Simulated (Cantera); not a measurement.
A perfectly stirred reactor is fed with 47.6 % NH₃, 52.4 % H₂, at 12000 Pa; it is held at 2175 K, and followed from long to short residence time.

Cantera simulation using the gas-phase N/H chemistry of the illustrative SiF4/NH3 mechanism in the Surface Chemkin manual (1991); the numbers are that mechanism's predictions, not measurements. Walls and surfaces, which speed up NH3 decomposition in real reactors, are not modelled.

x: mole fraction; the columns are a selection and need not sum to one.

```csv
τ (s),x NH₃,x H₂,x NH₂,x H,x N₂,x N₂H₂
1.2,0.0123,0.827,0.000157,0.00343,0.157,1.29e-7
0.60,0.0289,0.817,0.000265,0.00244,0.151,2.88e-7
0.31,0.0566,0.799,0.000408,0.00188,0.142,5.72e-7
0.16,?,0.770,?,?,?,?
0.082,0.165,0.728,0.000827,0.00119,0.105,1.85e-6
0.042,0.243,0.677,0.00107,0.000972,0.0785,2.90e-6
0.022,0.317,0.628,0.00127,0.000825,0.0533,3.98e-6
0.011,?,0.585,0.00143,?,?,?
0.0058,0.421,0.559,0.00152,0.000660,0.0179,5.51e-6
```

Task: Fill in the missing entries.

Result: 
- 0.16, x NH₃: 0.101
- 0.16, x NH₂: 0.000597
- 0.16, x H: 0.00148
- 0.16, x N₂: 0.127
- 0.16, x N₂H₂: 1.07e-6
- 0.011, x NH₃: 0.381
- 0.011, x H: 0.000721
- 0.011, x N₂: 0.0316
- 0.011, x N₂H₂: 4.96e-6
